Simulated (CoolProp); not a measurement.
Computed with CoolProp (reference Helmholtz-energy equation of state, Lemmon and Jacobsen 2000).

Task: Give the vapour pressure (MPa), vapour density (kg/m³), liquid cp (kJ/(kg K)), liquid viscosity (µPa s) of saturated R143a at 262.7, 303.4, 311.6 K.

Result: 
```
T (K)  p (MPa)  vapour density (kg/m³)  liquid cp (kJ/(kg K))  liquid viscosity (µPa s)
-----  -------  ----------------------  ---------------------  ------------------------
262.7    0.441                    19.5                   1.45                       156
303.4     1.44                    67.1                   1.72                       106
311.6     1.76                    85.1                   1.84                      96.2
```

Viscosity comes from a separate model (Klein 1997), an estimate that may be off by 10 % or more.
